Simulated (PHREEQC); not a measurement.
A solution holds 5.6 mmol/kgw CuCl2, 33 mmol/kgw H2SO4 and 37 mmol/kgw H3BO3, at 20 °C. Closed to the air; pH follows from the charge balance.

Model: ion-association model, wateq4f.dat, run in PHREEQC.

This is a speciation only: nothing precipitates in the calculation.

### Question
Order these Cu species by the share of Cu that they hold, largest first: CuSO4, Cu+2, CuCl+.

### Answer
Cu+2 (70 %), CuSO4 (29 %), CuCl+ (0.73 %)

### Question
Order these S species by the share of S that they hold, largest first: HSO4-, SO4-2, CuSO4.

### Answer
HSO4- (61 %), SO4-2 (34 %), CuSO4 (4.9 %)

The pH is 1.41 and the ionic strength 0.0691 mol/kgw.
